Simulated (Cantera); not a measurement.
Input: 1 mol SiH₄, 0.31 mol N₂, held at 1602 °C and 52.5 Torr.

Method: chemical equilibrium by Gibbs-energy minimisation in Cantera with the NASA 1993 tables (ideal gas, pure condensed phases). Candidate condensed phases: Si, Si₃N₄; 18 gas species. Gases not in the tables: Si₂H₆ and higher silanes. Kinetics and transport are ignored.

**Question.** What is the equilibrium state?

**Answer.** 
```json
{
 "x(H₂)": "0.863",
 "x(N₂)": "0.134",
 "x(H)": "0.00230",
 "x(Si)": "0.000129",
 "x(SiH₂)": "4.29e-5",
 "x(SiH)": "2.95e-5",
 "x(Si₂N)": "6.66e-6",
 "x(SiN)": "4.49e-6",
 "n(Si(l))": "0.999 mol",
 "gas_amount": "2.313 mol"
}
```
